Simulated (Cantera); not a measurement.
**Catalytic stagnation flow on Pt**

A jet of 1.49 % CH4, 7.81 % O2, 90.7 % N2, equivalence ratio 0.38 at 300 K and 3600 Pa hits a platinum plate 4.6 cm away at a mass flux of 0.052 kg/m²/s; the plate temperature is set and raised in steps from an oxygen-covered start.

Cantera simulation using Deutschmann's 1995 Pt surface mechanism with GRI-Mech 3.0 gas chemistry; the numbers are that mechanism's predictions, not measurements. Catalytic surfaces can have several steady states; this one follows from the mechanism file's or the stated starting coverage.

| plate T (K) | wall x CH4 | wall x O2 | wall x H2O | wall x OH | wall x CO | wall x CO2 | θ free Pt | θ O* |
|---|---|---|---|---|---|---|---|---|
| 900 | 0.0105 | 0.0686 | 0.00834 | 2.46e-8 | 4.79e-6 | 0.00543 | 0.273 | 0.726 |
| 950 | 0.00862 | 0.0647 | 0.0117 | 8.02e-8 | 5.52e-6 | 0.00766 | 0.350 | 0.649 |
| 1000 | 0.00704 | 0.0614 | 0.0146 | 2.21e-7 | 6.19e-6 | 0.00957 | 0.427 | 0.572 |
| 1050 | 0.00580 | 0.0588 | 0.0169 | 5.38e-7 | 6.93e-6 | 0.0111 | 0.501 | 0.498 |
| 1100 | 0.00491 | 0.0569 | 0.0185 | 1.18e-6 | 7.90e-6 | 0.0122 | 0.572 | 0.428 |
| 1150 | 0.00421 | 0.0554 | 0.0197 | 2.36e-6 | 9.10e-6 | 0.0130 | 0.637 | 0.363 |
| 1200 | 0.00369 | 0.0543 | 0.0206 | 4.41e-6 | 1.07e-5 | 0.0136 | 0.696 | 0.304 |
| 1250 | 0.00330 | 0.0536 | 0.0213 | 7.71e-6 | 1.29e-5 | 0.0140 | 0.749 | 0.251 |
x: mole fraction at the wall; θ: surface coverage.
